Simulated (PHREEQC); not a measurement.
Solution (20 °C): 0.19 mol Cu(NO3)2, 0.27 mol HNO3 and 0.00022 mol Na2SO4 per kg of water. Closed to the air; pH follows from the charge balance.

Equilibrium calculation in PHREEQC: ion-association model, phreeqc.dat.

```yaml
pH: 0.69
ionic_strength: 0.840 mol/kgw
activity_of_water: 0.981
density: 1.036 g/cm³
total_alkalinity: -270 meq/kg
```

```csv
species,molality,activity,log γ
NO3-,0.650,0.371,-0.244
H+,0.270,0.202,-0.125
Cu+2,0.190,0.0414,-0.662
Na+,0.000440,0.000319,-0.139
HSO4-,0.000142,0.000109,-0.114
CuSO4,4.15e-5,5.03e-5,0.084
SO4-2,3.67e-5,6.17e-6,-0.775
NaSO4-,1.43e-8,9.55e-9,-0.177
```

This is a speciation only: nothing precipitates in the calculation. The ionic strength is past about 0.7 mol/kgw, beyond the range of this activity model, so the values are rough.
